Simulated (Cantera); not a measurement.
A closed system holds: 1 mol SiO2, a varied amount of C, 0.021 mol CO, equilibrated at 1252 °C and 0.0220 bar.

Equilibrium computed with Cantera from the NASA thermochemical tables; the gas is ideal and each condensed phase is pure. Candidate condensed phases: C, Si, SiC, SiO2; 20 gas species. Mutual solubility and eutectic melting of coexisting phases are not modelled. The tables hold silica as quartz up to 1696 K and as liquid above; real silica turns to tridymite and cristobalite and melts near 1996 K. The numbers say what is thermodynamically allowed, not how fast it happens.

Problem. At 2.8 mol C, list the 3 most abundant gas species with their mole fractions, and the condensed phases.

Solution. CO 0.996, SiO 0.00380, CO2 1.55e-5. Condensed: SiC(s) + SiO2(β-quartz).
